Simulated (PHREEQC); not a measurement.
A solution holds 0.005 mol H2SO4, 0.0012 mol CaCl2 and 0.00031 mol CuCl2 per kg of water, at 25 °C. Closed to the air; pH follows from the charge balance.

The numbers come from PHREEQC with the ion-association model, phreeqc.dat.

Q: The ionic strength comes out as 0.0152 mol/kgw. What activity coefficients do SO4-2, HSO4-, Cl-, Ca+2, CaHSO4+ get?

A: SO4-2 0.62, HSO4- 0.88, Cl- 0.88, Ca+2 0.62, CaHSO4+ 0.88.

No solid was allowed to form.
